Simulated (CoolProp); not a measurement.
A simple Rankine cycle with isobutene: condensing at 289.15 K, boiler at 1.22 MPa, turbine inlet 355.1 K, turbine efficiency 0.75, pump efficiency 0.8, no recuperator. Each further row changes one setting.

Values from CoolProp's reference Helmholtz-energy equation of state, Lemmon 2005. It is a short technical equation, of lower accuracy than the large ones.

| case | thermal efficiency (%) | net work (kJ/kg) | heat in (kJ/kg) | turbine exit temperature (K) | volume ratio over the turbine |
|---|---|---|---|---|---|
| as stated | 11.2 | 50.2 | 449 | ? | 5.55 |
| turbine inlet 375.1 K | 11.3 | 55.5 | ? | 329.1 | 5.38 |
| condensing temperature 281.15 K | 12.5 | ? | 467 | ? | 7.19 |
| boiler pressure 0.854 MPa | 9.2 | 42.7 | 464 | 319.9 | 3.71 |
| turbine efficiency 0.65 | 9.6 | 43.3 | 449 | ? | 5.64 |

Problem. What belongs in the gaps?

Solution. 
- as stated, turbine exit temperature (K): 306.7
- turbine inlet 375.1 K, heat in (kJ/kg): 493
- condensing temperature 281.15 K, net work (kJ/kg): 58.3
- condensing temperature 281.15 K, turbine exit temperature (K): 300.5
- turbine efficiency 0.65, turbine exit temperature (K): 310.8
